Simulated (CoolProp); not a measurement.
The numbers come from the reference Helmholtz-energy equation of state, Penoncello 2003 in CoolProp.

Question: For CHF3 (R23), give the phase and the speed of sound (m/s) at -52.45 °C and 0.0784 MPa; -52.45 °C and 0.679 MPa.

Answer: 
- -52.45 °C and 0.0784 MPa: gas; speed of sound 178
- -52.45 °C and 0.679 MPa: liquid; speed of sound 664
